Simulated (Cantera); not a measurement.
## Thermodynamics of silicon nitride deposition, feed Si2Cl6 + N2 + NH3

Charge: 1 mol Si2Cl6, 22 mol N2, 0.43 mol NH3, at 1330 Pa.

These are equilibrium values from Cantera (NASA tables, ideal gas, pure condensed phases), not measurements of a reactor. Candidate condensed phases: NH4Cl, Si, Si3N4; 28 gas species. The feed counts by its element totals alone. The tables' values for SiCl3, SiCl are old estimates; treat these amounts as uncertain. The numbers say what is thermodynamically allowed, not how fast it happens.

```
T (K)   x N2   x SiCl2   x HCl   x SiCl4      x Cl  x SiCl3  n Si3N4(s)
-----  -----  --------  ------  --------  --------  -------  ----------
1198   0.898  0.000443  0.0490    0.0484   1.50e-6  0.00156       0.260
1298   0.896   0.00365  0.0490    0.0438   8.52e-6  0.00517       0.240
1398   0.888    0.0192  0.0480    0.0304   3.53e-5   0.0117       0.162
1498   0.874    0.0549  0.0448    0.0103   9.97e-5   0.0133    0.000752
1598   0.871    0.0569  0.0485   0.00796  0.000544   0.0135           0
1698   0.869    0.0583  0.0496   0.00628   0.00242   0.0136           0
1798   0.864    0.0616  0.0497   0.00396   0.00791   0.0123           0
1898   0.857    0.0672  0.0492   0.00144    0.0166  0.00846           0
1998   0.851    0.0718  0.0482  0.000306    0.0236  0.00437           0
2098   0.847    0.0735  0.0463   5.68e-5    0.0286  0.00205           0
```
x: gas mole fraction; n: condensed amount in mol.

From 1198 K to 1498 K the condensed part is Si3N4(s). From 1598 K to 2098 K nothing is condensed. The main Si-bearing gas is SiCl4 at 1198 K and SiCl2 at 2098 K.
